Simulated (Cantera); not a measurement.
Thermodynamics of aluminium nitride and oxide growth, feed AlCl3 + N2O + H2

A closed system holds: 1 mol AlCl3, 0.73 mol N2O, 42 mol H2, held at 0.100 bar.

These are equilibrium values from Cantera (NASA tables, ideal gas, pure condensed phases), not measurements of a reactor. Candidate condensed phases: Al, AlCl3, AlN, Al2O3, H2O, NH4Cl; 45 gas species. Mutual solubility and eutectic melting of coexisting phases are not modelled. The tables' values for AlCl2, AlOH are old estimates; treat these amounts as uncertain. Condensed phases not in the tables: AlOCl, aluminium oxynitride. Rates play no part.

From 400 °C to 1200 °C the condensed part is AlN(s) + Al2O3(s). From 1400 °C to 2000 °C the condensed part is Al2O3(s). The main Al-bearing gas is AlCl3 at 400 °C and AlCl at 2000 °C. The share of Al in condensed phases is highest at 400 °C (73.2 %) and lowest at 2000 °C (31.7 %).

| T (°C) | x H2 | x HCl | x H | x N2 | x AlCl | x AlCl3 | x H2O | x AlCl2 | n AlN(s) | n Al2O3(s) |
|---|---|---|---|---|---|---|---|---|---|---|
| 400 | 0.930 | 0.0500 | <1e-12 | 0.0137 | <1e-12 | 0.00550 | 1.73e-10 | 1.05e-12 | 0.245 | 0.243 |
| 600 | 0.932 | 0.0460 | 1.43e-10 | 0.0145 | 3.95e-12 | 0.00739 | 1.03e-8 | 7.72e-9 | 0.188 | 0.243 |
| 800 | 0.934 | 0.0429 | 4.28e-8 | 0.0150 | 3.27e-8 | 0.00845 | 1.27e-7 | 1.91e-6 | 0.142 | 0.243 |
| 1000 | 0.935 | 0.0407 | 2.18e-6 | 0.0154 | 1.52e-5 | 0.00913 | 6.92e-7 | 8.05e-5 | 0.108 | 0.243 |
| 1200 | 0.934 | 0.0382 | 3.87e-5 | 0.0163 | 0.00124 | 0.00879 | 2.36e-6 | 0.00112 | 0.0221 | 0.243 |
| 1400 | 0.923 | 0.0482 | 0.000346 | 0.0165 | 0.00662 | 0.00288 | 2.12e-5 | 0.00209 | 0 | 0.243 |
| 1600 | 0.916 | 0.0536 | 0.00195 | 0.0164 | 0.00997 | 0.000420 | 0.000202 | 0.00128 | 0 | 0.240 |
| 1800 | 0.908 | 0.0537 | 0.00793 | 0.0163 | 0.0116 | 6.34e-5 | 0.00131 | 0.000660 | 0 | 0.223 |
| 2000 | 0.887 | 0.0503 | 0.0250 | 0.0162 | 0.0142 | 1.30e-5 | 0.00537 | 0.000392 | 0 | 0.158 |
x: gas mole fraction; n: condensed amount in mol.
